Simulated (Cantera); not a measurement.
Cantera run:

```python
import numpy as np
import cantera as ct

gas_names = """
    H2O OH
""".split()
cond_names = """
    SrO(s) SrO(L) Sr(a) Sr(b) Sr(L)
""".split()


def load(file, names, dense=False):
    # The tables refer to 1 bar. Condensed volumes are neglected.
    table = {s.name: s for s in ct.Species.list_from_file(file)}
    out = []
    for n in names:
        d = dict(table[n].input_data)
        d["thermo"] = dict(d["thermo"], **{"reference-pressure": 1e5})
        if dense:
            d["equation-of-state"] = {"model": "constant-volume", "density": "1e6 g/cm^3"}
        out.append(ct.Species.from_dict(d))
    return out


species = {s.name: s for s in load("nasa_gas.yaml", gas_names) + load("nasa_condensed.yaml", cond_names)}
# Each term lists the table entries of one substance; the one whose range holds T is used.
reactions = {
    'SrO + H2O(g) = 2 OH(g) + Sr':
        [(-1, ['SrO(s)', 'SrO(L)']), (-1, ['H2O']), (2, ['OH']), (1, ['Sr(a)', 'Sr(b)', 'Sr(L)'])],
}


def pick(names, T):
    return next(species[n] for n in names if species[n].thermo.min_temp <= T <= species[n].thermo.max_temp)


results = []
for label, terms in reactions.items():
    print(label)
    print("     T/K   dH/kJ  dS/(J/K)   dG/kJ   log10 K")
    for T in [1273, 1373, 1473, 1573, 1673, 1773, 1873, 1973, 2073, 2173]:
        used = [(nu, pick(names, T)) for nu, names in terms]
        dH = sum(nu * s.thermo.h(T) for nu, s in used) / 1e6
        dS = sum(nu * s.thermo.s(T) for nu, s in used) / 1e3
        dG = dH - T * dS / 1e3
        logK = -dG * 1e6 / (ct.gas_constant * T * np.log(10))
        results.append((label, T, dH, dS, dG, logK, [s.name for _, s in used]))
        print(f"{T:8g} {dH:8.1f} {dS:8.1f} {dG:8.1f} {logK:8.2f}")
```

Result:

```
SrO + H2O(g) = 2 OH(g) + Sr
     T/K   dH/kJ  dS/(J/K)   dG/kJ   log10 K
    1273    920.9    187.7    681.9   -27.98
    1373    920.6    187.5    663.1   -25.23
    1473    920.3    187.3    644.4   -22.85
    1573    919.8    187.0    625.6   -20.78
    1673    919.3    186.7    607.0   -18.95
    1773    918.7    186.3    588.3   -17.33
    1873    918.0    186.0    569.7   -15.89
    1973    917.2    185.5    551.1   -14.59
    2073    916.3    185.1    532.6   -13.42
    2173    915.4    184.7    514.1   -12.36
```

Cantera with NASA thermochemical tables; ideal gases at 1 bar, condensed phases pure. Condensed species are held in their standard states even where they would react or evaporate.
